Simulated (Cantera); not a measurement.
An adiabatic, constant-pressure homogeneous reactor starts with CH₄ : H₂ : O₂ : N₂ = 1 : 0.12 : 0.858 : 3.23 (molar parts), equivalence ratio 2.4, at 1373 K and 7500 Torr. Integrator tolerance rtol = 1e-08.

Computed with Cantera and GRI-Mech 3.0 (53 species, 325 reactions).

### Question
What does this change do: constant volume in place of constant pressure?

### Answer
```json
[
 {"quantity": "time of steepest temperature rise", "before": "0.497 ms", "after": "0.438 ms"},
 {"quantity": "temperature at 0.500 s", "before": "2242 K", "after": "2534 K"},
 {"quantity": "equilibrium temperature", "before": "2242 K", "after": "2534 K"},
 {"quantity": "x(CH₄) at 0.500 s", "before": "1.89e-8 (gas-phase equilibrium 2.14e-8)", "after": "2.49e-8 (gas-phase equilibrium 2.79e-8)"},
 {"quantity": "x(H₂) at 0.500 s", "before": "0.232 (gas-phase equilibrium 0.232)", "after": "0.230 (gas-phase equilibrium 0.230)"},
 {"quantity": "x(O₂) at 0.500 s", "before": "4.16e-8 (gas-phase equilibrium 4.16e-8)", "after": "4.31e-7 (gas-phase equilibrium 4.31e-7)"},
 {"quantity": "x(NO₂) at 0.500 s", "before": "8.40e-12 (gas-phase equilibrium 8.40e-12)", "after": "1.64e-10 (gas-phase equilibrium 1.64e-10)"},
 {"quantity": "x(NO) at 0.500 s", "before": "4.97e-6 (gas-phase equilibrium 4.97e-6)", "after": "2.81e-5 (gas-phase equilibrium 2.81e-5)"},
 {"quantity": "x(C₂H₄) at 0.500 s", "before": "<1e-12 (gas-phase equilibrium <1e-12)", "after": "<1e-12 (gas-phase equilibrium <1e-12)"}
]
```

### Question
What does this change do: 0.19 parts H2O added?

### Answer
```json
[
 {"quantity": "time of steepest temperature rise", "before": "0.497 ms", "after": "0.510 ms"},
 {"quantity": "temperature at 0.500 s", "before": "2242 K", "after": "2212 K"},
 {"quantity": "equilibrium temperature", "before": "2242 K", "after": "2212 K"},
 {"quantity": "x(CH₄) at 0.500 s", "before": "1.89e-8 (gas-phase equilibrium 2.14e-8)", "after": "1.63e-8 (gas-phase equilibrium 1.84e-8)"},
 {"quantity": "x(H₂) at 0.500 s", "before": "0.232 (gas-phase equilibrium 0.232)", "after": "0.228 (gas-phase equilibrium 0.228)"},
 {"quantity": "x(O₂) at 0.500 s", "before": "4.16e-8 (gas-phase equilibrium 4.16e-8)", "after": "4.51e-8 (gas-phase equilibrium 4.51e-8)"},
 {"quantity": "x(NO₂) at 0.500 s", "before": "8.40e-12 (gas-phase equilibrium 8.40e-12)", "after": "8.74e-12 (gas-phase equilibrium 8.74e-12)"},
 {"quantity": "x(NO) at 0.500 s", "before": "4.97e-6 (gas-phase equilibrium 4.97e-6)", "after": "4.77e-6 (gas-phase equilibrium 4.77e-6)"},
 {"quantity": "x(C₂H₄) at 0.500 s", "before": "<1e-12 (gas-phase equilibrium <1e-12)", "after": "<1e-12 (gas-phase equilibrium <1e-12)"}
]
```

### Question
What does this change do: CH4 1 to 0.61 parts?

### Answer
| quantity | before | after |
|---|---|---|
| time of steepest temperature rise | 0.497 ms | 0.266 ms |
| temperature at 0.500 s | 2242 K | 2745 K |
| equilibrium temperature | 2242 K | 2745 K |
| x(CH₄) at 0.500 s | 1.89e-8 (gas-phase equilibrium 2.14e-8) | 2.68e-11 (gas-phase equilibrium 3.04e-11) |
| x(H₂) at 0.500 s | 0.232 (gas-phase equilibrium 0.232) | 0.0753 (gas-phase equilibrium 0.0753) |
| x(O₂) at 0.500 s | 4.16e-8 (gas-phase equilibrium 4.16e-8) | 0.000173 (gas-phase equilibrium 0.000173) |
| x(NO₂) at 0.500 s | 8.40e-12 (gas-phase equilibrium 8.40e-12) | 5.56e-8 (gas-phase equilibrium 5.56e-8) |
| x(NO) at 0.500 s | 4.97e-6 (gas-phase equilibrium 4.97e-6) | 0.000870 (gas-phase equilibrium 0.000870) |
| x(C₂H₄) at 0.500 s | <1e-12 (gas-phase equilibrium <1e-12) | <1e-12 (gas-phase equilibrium <1e-12) |
